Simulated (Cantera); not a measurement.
A closed system holds: 1 mol Si2Cl6, 0.32 mol Cl2, a varied amount of H2, held at 1525 K and 0.290 bar.

Equilibrium computed with Cantera from the NASA thermochemical tables; the gas is ideal and each condensed phase is pure. Candidate condensed phases: Si; 19 gas species. The feed counts by its element totals alone. The tables' values for SiCl3 are old estimates; treat these amounts as uncertain. The numbers say what is thermodynamically allowed, not how fast it happens.

x: gas mole fraction; n: condensed amount in mol.

| n(H2) (mol) | x H2 | x HCl | x SiCl2 | x SiCl3 | n Si(s) |
|---|---|---|---|---|---|
| 17 | 0.783 | 0.128 | 0.0680 | 0.0112 | (withheld) |
| 21 | 0.813 | 0.117 | 0.0552 | 0.00822 | (withheld) |
| 28 | 0.847 | 0.103 | 0.0407 | 0.00519 | (withheld) |
| 36 | 0.873 | 0.0901 | 0.0304 | 0.00336 | (withheld) |
| 47 | 0.897 | 0.0775 | 0.0219 | 0.00205 | (withheld) |
| 60 | 0.915 | 0.0666 | 0.0159 | 0.00127 | (withheld) |
| 78 | 0.932 | 0.0560 | 0.0110 | 0.000730 | (withheld) |
| 100 | 0.945 | 0.0469 | 0.00762 | 0.000421 | (withheld) |
| 130 | 0.956 | 0.0385 | 0.00508 | 0.000229 | (withheld) |
| 170 | 0.965 | 0.0311 | 0.00329 | 0.000119 | 1.39 |
| 220 | 0.973 | 0.0252 | 0.00213 | 6.22e-5 | 1.50 |
| 280 | 0.978 | 0.0205 | 0.00140 | 3.32e-5 | 1.58 |

Q: Fill in the missing entries.

A: 
- 17, n Si(s): 0.218
- 21, n Si(s): 0.309
- 28, n Si(s): 0.446
- 36, n Si(s): 0.577
- 47, n Si(s): 0.723
- 60, n Si(s): 0.860
- 78, n Si(s): 1.01
- 100, n Si(s): 1.14
- 130, n Si(s): 1.27
